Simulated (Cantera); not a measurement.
**Boron, boron nitride and boron oxide: B + H2O + N2**

Feed: 1 mol B, 17 mol H2O, 5.8 mol N2, equilibrated at 0.470 bar.

Method: chemical equilibrium by Gibbs-energy minimisation in Cantera with the NASA 1993 tables (ideal gas, pure condensed phases). Candidate condensed phases: B, BN, B2O3, B3O3H3, H2O; 39 gas species. Gases not in the tables: H3BO3. The numbers say what is thermodynamically allowed, not how fast it happens.

```
T (°C)  log p H2O  log p N2  log p H2  log p HBO2  log p (HBO2)3  log p H  log p B2O3  log p OH  n B2O3(l)
------  ---------  --------  --------  ----------  -------------  -------  ----------  --------  ---------
552         -0.51     -0.92     -1.51       -6.88          -2.16   -11.85        <-12      <-12          0
702         -0.50     -0.92     -1.51       -5.07          -2.26    -9.70      -12.01    -11.43     0.0982
852         -0.50     -0.92     -1.51       -3.83          -2.55    -8.11       -9.18     -9.38      0.294
1002        -0.50     -0.92     -1.51       -2.89          -2.80    -6.89       -7.04     -7.81      0.353
1152        -0.50     -0.93     -1.51       -2.17          -3.00    -5.92       -5.37     -6.58      0.263
1302        -0.52     -0.93     -1.52       -1.72          -3.54    -5.14       -4.26     -5.58          0
1452        -0.52     -0.93     -1.52       -1.70          -5.04    -4.49       -4.08     -4.75          0
1602        -0.52     -0.93     -1.52       -1.70          -6.34    -3.94       -3.95     -4.05          0
```
log p: log10 of the partial pressure in bar; n: condensed amount in mol.

At 552 °C nothing is condensed. From 702 °C to 1152 °C the condensed part is B2O3(l). From 1302 °C to 1602 °C nothing is condensed.
